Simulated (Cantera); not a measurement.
Feed: 1 mol B₂O₃, 1.6 mol H₂, at 0.0220 bar.

These are equilibrium values from Cantera (NASA tables, ideal gas, pure condensed phases), not measurements of a reactor. Candidate condensed phases: B, B₂O₃, B₃O₃H₃, H₂O; 23 gas species. Kinetics and transport are ignored.

Question: Which condensed phases are stable at each of these points (T (K)): 1648, 1698, 1748, 1798, 1848, 1898, 1948, 1998, 2048, 2098, 2148, 2198, 2248?

Answer: 
| T (K) | condensed phases | B condensed (%) |
|---|---|---|
| 1648 | B₂O₃(l) | 94.1 |
| 1698 | B₂O₃(l) | 88.4 |
| 1748 | B₂O₃(l) | 77.0 |
| 1798 | B₂O₃(l) | 52.5 |
| 1848 | gas only | 0.0 |
| 1898 | gas only | 0.0 |
| 1948 | gas only | 0.0 |
| 1998 | gas only | 0.0 |
| 2048 | gas only | 0.0 |
| 2098 | gas only | 0.0 |
| 2148 | gas only | 0.0 |
| 2198 | gas only | 0.0 |
| 2248 | gas only | 0.0 |

From 1648 K to 1798 K the condensed part is B₂O₃(l). From 1848 K to 2248 K nothing is condensed.
